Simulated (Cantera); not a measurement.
A closed system holds: 1 mol Fe3O4, 450 mol H2, 0.64 mol H2O, equilibrated at 2150 K and 11.0 mbar.

Method: chemical equilibrium by Gibbs-energy minimisation in Cantera with the NASA 1993 tables (ideal gas, pure condensed phases). Candidate condensed phases: Fe, FeO, Fe(OH)2, Fe(OH)3, Fe2O3, Fe3O4, H2O; 12 gas species. Kinetics and transport are ignored.

Base state: H2 0.944, H 0.0391, H2O 0.00997, Fe 0.00648, OH 5.33e-5 (mole fractions); condensed: gas only.

Task: What changes in the equilibrium state with this change: pressure from 11.0 mbar to 0.100 bar?

Result: 
```csv
species,before,after
H2,0.944,0.970
H,0.0391,0.0131
H2O,0.00997,0.0101
Fe,0.00648,0.00657
OH,5.33e-5,1.77e-5
```
